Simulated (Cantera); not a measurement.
Input (Python, Cantera):

```python
import numpy as np
import cantera as ct

gas = ct.Solution("h2o2.yaml")
gas.TPX = 1600, 100000, {'H2': 1, 'O2': 0.263, 'N2': 0.989}
reactor = ct.IdealGasReactor(gas, energy="on", clone=False)
net = ct.ReactorNet([reactor])
net.rtol, net.atol = 1e-08, 1e-16
show = ['H2', 'O2', 'HO2', 'OH', 'H2O']
times = np.geomspace(1e-06, 2, 16)

steps = ct.SolutionArray(gas, extra=["t"])
rows = []
print(f"{'t/s':>10s}{'T/K':>9s}{'P/Pa':>11s}" + "".join(f"{s:>11s}" for s in show))
for t in times:
    while net.time < t:
        t_next = net.step()
        steps.append(gas.state, t=t_next)
    rows.append([np.interp(t, steps.t, y) for y in (steps.T, steps.P, *steps(*show).X.T)])
    print(f"{t:10.3e}{rows[-1][0]:9.1f}{rows[-1][1]:11.4g}" + "".join(f"{x:11.3e}" for x in rows[-1][2:]))
rate = np.gradient(steps.T, steps.t)
print("integrator steps:", len(steps.t))
if steps.T.max() > steps.T[0] + 200:
    print(f"time of steepest temperature rise: {steps.t[rate.argmax()]:.4e} s")
gas.TPX = 1600, 100000, {'H2': 1, 'O2': 0.263, 'N2': 0.989}
gas.equilibrate("UV")
print(f"equilibrium (UV): T = {gas.T:.1f} K  " + "  ".join(f"{s} {gas[s].X[0]:.3e}" for s in show))
```

Output:

```
       t/s      T/K       P/Pa         H2         O2        HO2         OH        H2O
 1.000e-06   1600.0      1e+05  4.440e-01  1.168e-01  1.014e-06  1.293e-07  8.127e-07
 2.631e-06   1600.0      1e+05  4.440e-01  1.168e-01  2.792e-06  1.387e-06  1.625e-05
 6.920e-06   1603.9  1.002e+05  4.383e-01  1.145e-01  2.746e-05  2.849e-04  3.888e-03
 1.821e-05   2221.3  1.347e+05  1.821e-01  4.703e-03  2.984e-06  2.046e-02  2.008e-01
 4.789e-05   2775.0  1.621e+05  2.078e-01  2.078e-03  1.815e-06  2.153e-02  2.194e-01
 1.260e-04   2982.6  1.717e+05  2.161e-01  1.242e-03  1.523e-06  1.899e-02  2.292e-01
 3.314e-04   2987.6  1.719e+05  2.163e-01  1.224e-03  1.513e-06  1.891e-02  2.294e-01
 8.719e-04   2987.6  1.719e+05  2.163e-01  1.224e-03  1.513e-06  1.891e-02  2.294e-01
 2.294e-03   2987.6  1.719e+05  2.163e-01  1.224e-03  1.513e-06  1.891e-02  2.294e-01
 6.034e-03   2987.6  1.719e+05  2.163e-01  1.224e-03  1.513e-06  1.891e-02  2.294e-01
 1.587e-02   2987.6  1.719e+05  2.163e-01  1.224e-03  1.513e-06  1.891e-02  2.294e-01
 4.176e-02   2987.6  1.719e+05  2.163e-01  1.224e-03  1.513e-06  1.891e-02  2.294e-01
 1.099e-01   2987.6  1.719e+05  2.163e-01  1.224e-03  1.513e-06  1.891e-02  2.294e-01
 2.890e-01   2987.6  1.719e+05  2.163e-01  1.224e-03  1.513e-06  1.891e-02  2.294e-01
 7.603e-01   2987.6  1.719e+05  2.163e-01  1.224e-03  1.513e-06  1.891e-02  2.294e-01
 2.000e+00   2987.6  1.719e+05  2.163e-01  1.224e-03  1.513e-06  1.891e-02  2.294e-01
integrator steps: 1130
time of steepest temperature rise: 1.0222e-05 s
equilibrium (UV): T = 2987.6 K  H2 2.163e-01  O2 1.224e-03  HO2 1.513e-06  OH 1.891e-02  H2O 2.294e-01
```

Detailed kinetics in Cantera: the H2/O2 subset of GRI-Mech 3.0, which has no nitrogen chemistry.
